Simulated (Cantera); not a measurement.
Input: 1 mol SiHCl3, 27 mol N2, 0.3 mol H2, held at 898 K and 7.50 Torr.

Cantera equilibrium calculation (NASA polynomials, part measured and part estimated; ideal gas, pure solids and liquids). Candidate condensed phases: NH4Cl, Si, Si3N4; 28 gas species. N2 is the only nitrogen source here; it is nearly inert below about 1500 K, so the nitride shown seldom forms there in practice. The numbers say what is thermodynamically allowed, not how fast it happens.

Base state: N2 0.934, HCl 0.0452, SiCl4 0.0150, H2 0.00547 (mole fractions); condensed: Si3N4(s).

Question: What changes in the equilibrium state with this change: H2 from 0.3 to 21 mol?

Answer: 
```
species         before    after
-------------  -------  -------
N2               0.934    0.534
H2             0.00547    0.405
HCl             0.0452   0.0608
SiCl4           0.0150  1.29e-5
Si3N4(s), mol    0.191    0.333
```
